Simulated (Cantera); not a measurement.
Cantera run:

```python
import numpy as np
import cantera as ct

gas_names = """
    H HI HNO HNO2 HNO3 HO2 H2 H2O H2O2 I I2 N NH NH2 NH3 NH2OH NO NO2 NO3 N2 N2H2 N2H4 N2O O OH O2 O3
""".split()
cond_names = """
    H2O(s) H2O(L) I2(cr) I2(L)
""".split()


# ... load() reads the species with a 1 bar reference pressure and builds the phases ...
atoms = {
    'HI': {'H': 1, 'I': 1},
    'H2O': {'H': 2, 'O': 1},
    'N2': {'N': 2},
}
top_T = {}  # K; cautious upper limits of use, not melting points


# ... equilibrate(T, P, feed) seeds the gas with the atoms and calls Mixture.equilibrate('TP', solver="vcs", rtol=1e-11, max_steps=5000) ...
results = []
feed = {'HI': 1, 'H2O': 2.8, 'N2': 3.8}  # mol
T = 1298.15  # K
P = 1000  # Pa
mix = equilibrate(T, P, feed)
results.append((T, P, feed, dict(zip(mix.species_names, mix.species_moles))))
x = sorted(zip(gas.X, gas.species_names), reverse=True)
print(f"T = {T:g} K  P = {P:g} Pa  gas = {mix.phase_moles(0):.4g} mol")
print("   x: " + "  ".join(f"{s} {v:.3e}" for v, s in x if v > 1e-06))
print("   condensed (mol): " + ("  ".join(f"{mix.phase(i).name} {mix.phase_moles(i):.4g}"
      for i in range(1, mix.n_phases) if mix.phase_moles(i) > 1e-12) or "none"))
```

It prints:

```
T = 1298.15 K  P = 1000 Pa  gas = 8.008 mol
   x: N2 4.745e-01  H2O 3.496e-01  I 1.019e-01  H2 5.143e-02  HI 2.201e-02  I2 4.747e-04  H 2.436e-06
   condensed (mol): none
```

Equilibrium computed with Cantera from the NASA thermochemical tables; the gas is ideal and each condensed phase is pure.
